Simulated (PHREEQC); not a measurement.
Solution (25 °C): 0.23 mol/kgw H3PO4 and 0.0017 mol/kgw H2SO4. Closed to the air; pH follows from the charge balance.

Model: ion-association model, phreeqc.dat, run in PHREEQC.

Problem. The ionic strength comes out as 0.0442 mol/kgw. What activity coefficients do H2PO4-, SO4-2, H+, HSO4- get?

Solution. H2PO4- 0.84, SO4-2 0.48, H+ 0.86, HSO4- 0.83.

This is a speciation only: nothing precipitates in the calculation.
